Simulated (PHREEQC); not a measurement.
Solution (28 °C): 0.0063 mol LiOH, 0.0018 mol H3BO3 and 0.00062 mol K2CO3 per kg of water. Closed to the air; pH follows from the charge balance.

All values are PHREEQC results (ion-association model, wateq4f.dat), not measurements.

```
quantity                   before    after
------------------------  -------  -------
pH                          11.52    11.51
ionic strength (mol/kgw)  0.00813   0.0247
H3BO3 (mol/kgw)           8.10e-6  7.68e-6
```

Task: Name the change that produced these shifts.
A. K2CO3 from 0.00062 to 0.0062 mol/kgw
B. H3BO3 from 0.0018 to 0.00018 mol/kgw
C. K2CO3 left out
D. diluted 10-fold with water
E. H3BO3 from 0.0018 to 0.00198 mol/kgw

Result: A, K2CO3 from 0.00062 to 0.0062 mol/kgw

Precipitation was switched off in this run.
